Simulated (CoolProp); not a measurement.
Vapour-liquid equilibrium of ethanol (1) + ethylbenzene (2) at 340.3 K; x and y are mole fractions of (1).

The numbers come from the multi-fluid Helmholtz-energy mixture model, Schroeder 2014 and Zhou 2012; pair parameters Bell 2016 in CoolProp.

```
x     bubble pressure, mixture model (bar)  bubble pressure, Raoult's law (bar)  y, mixture model  y, Raoult's law
----  ------------------------------------  -----------------------------------  ----------------  ---------------
0.05                                0.2640                               0.1274             0.632            0.251
0.15                                0.4515                               0.1812             0.798            0.529
0.25                                0.5346                               0.2350             0.837            0.679
0.35                                0.5685                               0.2888             0.851            0.774
0.45                                0.5817                               0.3426             0.857            0.839
0.55                                0.5886                               0.3964             0.861            0.886
0.65                                0.5966                               0.4502             0.867            0.922
0.75                                0.6083                               0.5039             0.880            0.950
0.85                                0.6232                               0.5577             0.906            0.973
0.95                                0.6361                               0.6115             0.958            0.992
```

The largest gap from Raoult's law is +149.2 % in bubble pressure, at x = 0.15. No azeotrope shows between x = 0.05 and 0.95.

The pair parameters rest on a limited set of measurements; away from them the model extrapolates. With so large a gap from Raoult's law the liquid may split in two, which this calculation doesn't test in full.
